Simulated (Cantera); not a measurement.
Charge: 1 mol Si3H8, 2.1 mol HCl, 10 mol N2, at 1525 °C and 68.0 mbar.

These are equilibrium values from Cantera (NASA tables, ideal gas, pure condensed phases), not measurements of a reactor. The feed counts by its element totals alone. The tables' values for SiCl3, SiCl are old estimates; treat these amounts as uncertain. The numbers say what is thermodynamically allowed, not how fast it happens.

| species | before | after |
|---|---|---|
| N2 | 0.576 | 0.578 |
| H2 | 0.307 | 0.314 |
| HCl | 0.0877 | 0.0683 |
| SiCl2 | 0.0281 | 0.0376 |
| Si | 1.64e-5 | 0.000126 |
| SiCl4 | 2.01e-5 | 4.70e-6 |
| SiH | 2.72e-6 | 1.14e-5 |
| SiHCl3 | 1.76e-5 | 5.39e-6 |
| SiCl | 5.94e-5 | 0.000190 |
| H | 0.000748 | 0.00139 |
| Si3N4(s), mol | 0.862 | 0.815 |
Gas species are given as mole fractions.

Task: Name the change that produced these shifts.
A. temperature from 1525 °C to 927 °C
B. pressure from 68.0 mbar to 20.0 mbar
C. temperature from 1525 °C to 1077 °C
D. temperature from 1525 °C to 1402 °C

Result: B, pressure from 68.0 mbar to 20.0 mbar
